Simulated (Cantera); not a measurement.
Mixture: 21.7 % CH4, 1.52 % CO, 20.0 % O2, 52.2 % N2, 3.68 % H2O, 0.845 % CO2, equivalence ratio 2.2, at 8.30 bar, adiabatic and at constant pressure. Ignition delay is the time to a rise of 400 K.

Detailed kinetics in Cantera: GRI-Mech 3.0 (53 species, 325 reactions).

Question: Predict: delay at 1048 K; delay at 1198 K; delay at 1348 K; delay at 1498 K; delay at 1648 K; apparent activation energy between 1498 and 1648 K.

Answer: delay at 1048 K: 72.9 ms
delay at 1198 K: 8.47 ms
delay at 1348 K: 1.40 ms
delay at 1498 K: 0.285 ms
delay at 1648 K: 67.9 µs
apparent activation energy between 1498 and 1648 K: 200 kJ/mol
